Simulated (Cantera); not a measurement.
Feed: 1 mol Si, a varied amount of HCl, 2.6 mol H₂, equilibrated at 1077 °C and 2800000 Pa.

Cantera equilibrium calculation (NASA polynomials, part measured and part estimated; ideal gas, pure solids and liquids). Candidate condensed phases: Si; 19 gas species. Gases not in the tables: Si₂H₆ and higher silanes. Rates play no part.

Question: What share of the Si ends up in condensed phases as a function of n(HCl) (mol), at 0.62, 0.97, 1.3, 1.7, 2, 2.4, 2.7, 3.1, 3.4, 3.8, 4.1, 4.5, 4.8?

Answer: 
```json
[
 {"n(HCl) (mol)": "0.62", "Si condensed (%)": "82.5", "as": "Si(s)"},
 {"n(HCl) (mol)": "0.97", "Si condensed (%)": "72.3", "as": "Si(s)"},
 {"n(HCl) (mol)": "1.3", "Si condensed (%)": "62.7", "as": "Si(s)"},
 {"n(HCl) (mol)": "1.7", "Si condensed (%)": "51.1", "as": "Si(s)"},
 {"n(HCl) (mol)": "2", "Si condensed (%)": "42.5", "as": "Si(s)"},
 {"n(HCl) (mol)": "2.4", "Si condensed (%)": "31.0", "as": "Si(s)"},
 {"n(HCl) (mol)": "2.7", "Si condensed (%)": "22.4", "as": "Si(s)"},
 {"n(HCl) (mol)": "3.1", "Si condensed (%)": "10.9", "as": "Si(s)"},
 {"n(HCl) (mol)": "3.4", "Si condensed (%)": "2.3", "as": "Si(s)"},
 {"n(HCl) (mol)": "3.8", "Si condensed (%)": "0.0", "as": "-"},
 {"n(HCl) (mol)": "4.1", "Si condensed (%)": "0.0", "as": "-"},
 {"n(HCl) (mol)": "4.5", "Si condensed (%)": "0.0", "as": "-"},
 {"n(HCl) (mol)": "4.8", "Si condensed (%)": "0.0", "as": "-"}
]
```
